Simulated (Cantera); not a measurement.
Input (Python, Cantera) and output of one run.

```python
import numpy as np
import cantera as ct

gas_names = [...]  # 113 gases of nasa_gas.yaml made of C, H, O, Ti
cond_names = """
    C(gr) C6H6(L) C7H8(L) C8H18(L),n-octa H2O(s) H2O(L) Ti(a) Ti(b) Ti(L) TiC(s) TiC(L) TiO(a) TiO(b)
    TiO(L) TiO2(ru) TiO2(L) Ti2O3(a) Ti2O3(b) Ti2O3(L) Ti3O5(a) Ti3O5(b) Ti3O5(L) Ti4O7(s) Ti4O7(L)
""".split()


# ... load() reads the species with a 1 bar reference pressure and builds the phases ...
atoms = {
    'Ti(OiPr)4': {'Ti': 1, 'C': 12, 'H': 28, 'O': 4},
    'CH4': {'C': 1, 'H': 4},
    'H2': {'H': 2},
}
top_T = {'C(gr)': 4500}  # K; cautious upper limits of use, not melting points


# ... equilibrate(T, P, feed) seeds the gas with the atoms and calls Mixture.equilibrate('TP', solver="vcs", rtol=1e-11, max_steps=5000) ...
results = []
feed = {'Ti(OiPr)4': 1, 'CH4': 2.6, 'H2': 42}  # mol
T = 1350  # K
P = 760  # Pa
mix = equilibrate(T, P, feed)
results.append((T, P, feed, dict(zip(mix.species_names, mix.species_moles))))
print(gas.report(threshold=1e-05))
for i in range(1, mix.n_phases):
    print(f"{mix.phase(i).name:16s} {mix.phase_moles(i):12.5e} mol")
```

Output:

```
       temperature   1350 K
          pressure   760 Pa
           density   0.00024452 kg/m^3
  mean mol. weight   3.6113 kg/kmol
   phase of matter   gas

                          1 kg             1 kmol
                     ---------------   ---------------
          enthalpy        6.8878e+06        2.4874e+07  J
   internal energy        3.7796e+06        1.3649e+07  J
           entropy             61547        2.2226e+05  J/K
    Gibbs function         -7.62e+07       -2.7518e+08  J
 heat capacity c_p            8839.2             31921  J/K
 heat capacity c_v            6536.9             23607  J/K

                      mass frac. Y      mole frac. X     chem. pot. / RT
                     ---------------   ---------------   ---------------
               CH4        0.00017146        3.8595e-05           -48.488
                CO           0.47584          0.061349            -43.96
                 H        7.3925e-06        2.6485e-05           -11.622
                H2           0.52396           0.93858           -23.244
     [ +109 minor]        2.2097e-05        3.7879e-06

C(gr)             9.59750e+00 mol
Ti(b)             0.00000e+00 mol
TiC(s)            1.00000e+00 mol
TiO(b)            0.00000e+00 mol
TiO2(ru)          0.00000e+00 mol
Ti2O3(b)          0.00000e+00 mol
Ti3O5(b)          0.00000e+00 mol
Ti4O7(s)          0.00000e+00 mol
```

Cantera equilibrium calculation (NASA polynomials, part measured and part estimated; ideal gas, pure solids and liquids). The feed counts by its element totals alone. TiC: taken at fixed stoichiometry.
